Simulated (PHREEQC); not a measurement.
1 kg of water holding 0.11 mol LiCl, 0.62 mol NaCl and 0.042 mol MgSO4 is evaporated at 25 °C; the solids stay in contact with the brine. No CO2 enters from the air. Only these solids could form: Bischofite, Bloedite, Brucite, Epsomite, Halite, Hexahydrite, Kieserite, Mirabilite, Thenardite, MgCl2_4H2O.

The series has 15 steps of water left (kg), from 1 to 0.06418.

Computed with PHREEQC (Pitzer model, pitzer.dat).

Task: Which solids form, in which order, and at which step of the series does each first stand?

Result: Halite from water left = 0.1156 kg.

Species that the database lacks are ignored.
